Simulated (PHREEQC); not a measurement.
Model water analysis in mg/L, 50 °C, pH 2.2, pe 10.8:

```csv
constituent,mg/L
Na,66.5
K,0.156
Ca,87.7
Mg,8.2
Cl,82.6
S(6) as SO4,870
Mn(2),0.457
```

Valence states are taken as typed.

All values are PHREEQC results (ion-association model, wateq4f.dat), not measurements.

```tsv
quantity	before	after
ionic strength (mol/kgw)	0.0211	0.0157
SO4-2 (mol/kgw)	0.00479	0.00229
Ca+2 (mol/kgw)	0.00157	0.00180
Mg+2 (mol/kgw)	0.000204	0.000249
Mn+2 (mol/kgw)	5.82e-6	6.73e-6
SI of Gypsum (CaSO4:2H2O)	-1.00	-1.21
SI of Halite (NaCl)	-6.94	-6.92
```

**Question.** Which change was made?
(A) temperature from 50 to 65 °C at the same typed pH
(B) S(6) from 870 to 435 mg/L
(C) all concentrations times 4 at the same typed pH

**Answer.** B, S(6) from 870 to 435 mg/L

Precipitation was switched off in this run. At this temperature some constants are extrapolated from 25 °C, and those without enthalpy data are left unchanged.
